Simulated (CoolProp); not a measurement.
Vapour-liquid equilibrium of cyclohexane (1) + dimethyl carbonate (2) at 128 kPa; x and y are mole fractions of (1).

The numbers come from the multi-fluid Helmholtz-energy mixture model, Zhou 2014 and Zhou 2011; pair parameters Bell 2016 in CoolProp.

Problem. Give the bubble temperature and the first vapour's composition at x = 0.2, 0.5, 0.725. Is there an azeotrope?

Solution. x = 0.2: 357.9 K, y = 0.432; x = 0.5: 354.2 K, y = 0.581; x = 0.725: 354.2 K, y = 0.656. y crosses x between x = 0.575 and 0.65: the model has an azeotrope there.

The pair parameters rest on a limited set of measurements; away from them the model extrapolates.
